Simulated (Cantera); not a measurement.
A closed system holds: 1 mol AlN, 0.017 mol C, 2.4 mol N₂, equilibrated at 3073 K and 1 atm.

Cantera equilibrium calculation (NASA polynomials, part measured and part estimated; ideal gas, pure solids and liquids). Candidate condensed phases: Al, AlN, C; 16 gas species. Kinetics and transport are ignored.

Base state: N₂ 0.741, Al 0.255, CN 0.00277, Al₂ 0.000524, C₂N₂ 0.000408, C₃ 0.000188, C 6.49e-5, AlC 4.64e-5 (mole fractions); condensed: gas only.

What changes in the equilibrium state with this change: temperature from 3073 K to 1973.15 K?


```csv
species,before,after
N₂,0.741,1.000
Al,0.255,1.20e-5
C₂N₂,0.000408,1.41e-6
CN,0.00277,3.93e-7
Al₂,0.000524,<1e-9
C₃,0.000188,<1e-9
C,6.49e-5,<1e-9
AlC,4.64e-5,<1e-9
C₂,2.94e-5,<1e-9
"AlN(s), mol",0,1.000
"C(graphite), mol",0,0.0170
```

What changes in the equilibrium state with this change: pressure from 1 atm to 2.40 bar?


| species | before | after |
|---|---|---|
| N₂ | 0.741 | 0.742 |
| Al | 0.255 | 0.254 |
| CN | 0.00277 | 0.00231 |
| Al₂ | 0.000524 | 0.00123 |
| C₄N₂ | 3.73e-6 | 1.01e-5 |
| C | 6.49e-5 | 3.52e-5 |
| C₂N₂ | 0.000408 | 0.000672 |

What changes in the equilibrium state with this change: 0.55 mol O₂ added?


```json
[
 {"species": "N₂", "before": "0.741", "after": "0.916"},
 {"species": "Al₂O", "before": "0", "after": "0.0374"},
 {"species": "Al", "before": "0.255", "after": "0.0369"},
 {"species": "CO", "before": "0", "after": "0.00536"},
 {"species": "AlO", "before": "0", "after": "0.00338"},
 {"species": "Al₂O₃(l), mol", "before": "0", "after": "0.317"}
]
```
Further candidate phases: Al₂O₃.
